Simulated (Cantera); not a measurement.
# Stirred combustor or abatement burner

A perfectly stirred reactor is fed with 5.38 % CH₄, 19.9 % O₂, 74.7 % N₂, equivalence ratio 0.54, at 15.8 atm; it is adiabatic with a 348 K inlet, and is followed from long to short residence time, starting on the burning branch (τ in s: 0.12, 0.044, 0.016, 0.006, 0.0022, 0.00082, 0.0003, 0.00011, 4.1e-05).

Detailed kinetics in Cantera: GRI-Mech 3.0 (53 species, 325 reactions). The pressure lies above the range GRI-Mech 3.0 was tuned for (to about 10 atm).

| τ (s) | T (K) | x CH₄ | x O₂ | x H₂ | x C₂H | x H₂O₂ | x CH₂ |
|---|---|---|---|---|---|---|---|
| 0.12 | 1597 | 1.09e-5 | 0.0914 | 3.81e-6 | <1e-12 | 8.63e-8 | 1.60e-9 |
| 0.044 | 1595 | 2.62e-5 | 0.0915 | 8.52e-6 | 2.07e-12 | 1.33e-7 | 4.27e-9 |
| 0.016 | 1591 | 6.51e-5 | 0.0918 | 2.09e-5 | 9.11e-12 | 2.38e-7 | 1.10e-8 |
| 0.0060 | 1581 | 0.000170 | 0.0925 | 5.59e-5 | 2.93e-11 | 5.04e-7 | 2.45e-8 |
| 0.0022 | 1541 | 0.000608 | 0.0953 | 0.000197 | 5.25e-11 | 1.66e-6 | 3.90e-8 |
| 0.00082 | 348 | 0.0538 | 0.199 | <1e-12 | <1e-12 | <1e-12 | <1e-12 |
| 0.00030 | 348 | 0.0538 | 0.199 | <1e-12 | <1e-12 | <1e-12 | <1e-12 |
| 0.00011 | 348 | 0.0538 | 0.199 | <1e-12 | <1e-12 | <1e-12 | <1e-12 |
| 4.1e-5 | 348 | 0.0538 | 0.199 | <1e-12 | <1e-12 | <1e-12 | <1e-12 |
x: mole fraction; the columns are a selection and need not sum to one.
